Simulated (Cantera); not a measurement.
Charge: 1 mol Fe2O3, 6.5 mol Cl2, 0.33 mol HCl, at 0.0550 bar.

Equilibrium computed with Cantera from the NASA thermochemical tables; the gas is ideal and each condensed phase is pure. Candidate condensed phases: Fe, FeCl2, FeCl3, FeO, Fe(OH)2, Fe(OH)3, Fe2O3, Fe3O4, H2O; 22 gas species. Kinetics and transport are ignored.

Which condensed phases are stable at each of these points (T (K)): 1175, 1225, 1275, 1325, 1375, 1425, 1475, 1525, 1575, 1625, 1675, 1725, 1775, 1825?


```json
[
 {"T (K)": "1175", "condensed phases": "Fe2O3(s)", "Fe condensed (%)": "25.5"},
 {"T (K)": "1225", "condensed phases": "Fe2O3(s)", "Fe condensed (%)": "3.0"},
 {"T (K)": "1275", "condensed phases": "gas only", "Fe condensed (%)": "0.0"},
 {"T (K)": "1325", "condensed phases": "gas only", "Fe condensed (%)": "0.0"},
 {"T (K)": "1375", "condensed phases": "gas only", "Fe condensed (%)": "0.0"},
 {"T (K)": "1425", "condensed phases": "gas only", "Fe condensed (%)": "0.0"},
 {"T (K)": "1475", "condensed phases": "gas only", "Fe condensed (%)": "0.0"},
 {"T (K)": "1525", "condensed phases": "gas only", "Fe condensed (%)": "0.0"},
 {"T (K)": "1575", "condensed phases": "gas only", "Fe condensed (%)": "0.0"},
 {"T (K)": "1625", "condensed phases": "gas only", "Fe condensed (%)": "0.0"},
 {"T (K)": "1675", "condensed phases": "gas only", "Fe condensed (%)": "0.0"},
 {"T (K)": "1725", "condensed phases": "gas only", "Fe condensed (%)": "0.0"},
 {"T (K)": "1775", "condensed phases": "gas only", "Fe condensed (%)": "0.0"},
 {"T (K)": "1825", "condensed phases": "gas only", "Fe condensed (%)": "0.0"}
]
```

From 1175 K to 1225 K the condensed part is Fe2O3(s). From 1275 K to 1825 K nothing is condensed.
